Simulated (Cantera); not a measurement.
# Adiabatic ignition

An adiabatic, constant-pressure homogeneous reactor starts with H2 : O2 : N2 : H2O = 1 : 0.455 : 3.41 : 0.6 (molar parts), equivalence ratio 1.1, at 975 K and 500000 Pa.

Computed with Cantera and the H2/O2 subset of GRI-Mech 3.0, which has no nitrogen chemistry. The hydrogen kinetics of GRI-Mech 3.0 are dated; newer H2 mechanisms differ, most at raised pressure.

```tsv
t (s)	T (K)	x H2	x O2	x H2O	x HO2	x O	x OH
3.00e-6	975	0.183	0.0833	0.110	1.64e-10	<1e-12	<1e-12
1.18e-5	975	0.183	0.0833	0.110	6.76e-10	<1e-12	<1e-12
4.60e-5	975	0.183	0.0833	0.110	2.68e-9	<1e-12	<1e-12
0.000180	975	0.183	0.0833	0.110	1.06e-8	1.03e-12	<1e-12
0.000706	975	0.183	0.0833	0.110	4.36e-8	1.70e-12	<1e-12
0.00277	975	0.183	0.0833	0.110	2.56e-7	7.51e-12	8.47e-12
0.0108	975	0.183	0.0832	0.110	6.54e-6	3.02e-10	5.72e-10
0.0425	2136	0.0182	3.16e-5	0.301	1.67e-8	4.49e-6	0.000490
0.166	2136	0.0182	3.16e-5	0.301	1.67e-8	4.49e-6	0.000490
0.652	2136	0.0182	3.16e-5	0.301	1.67e-8	4.49e-6	0.000490
2.55	2136	0.0182	3.16e-5	0.301	1.67e-8	4.49e-6	0.000490
10.0	2136	0.0182	3.16e-5	0.301	1.67e-8	4.49e-6	0.000490
```
x: mole fraction; the columns are a selection and need not sum to one.

```json
{
 "time_of_steepest_temperature_rise": "36.3 ms",
 "temperature at 10.0 s": "2136 K",
 "equilibrium_temperature": "2136 K",
 "x(H2) at 10.0 s": "0.0182 (gas-phase equilibrium 0.0182)",
 "x(O2) at 10.0 s": "3.16e-5 (gas-phase equilibrium 3.16e-5)",
 "x(H2O) at 10.0 s": "0.301 (gas-phase equilibrium 0.301)"
}
```
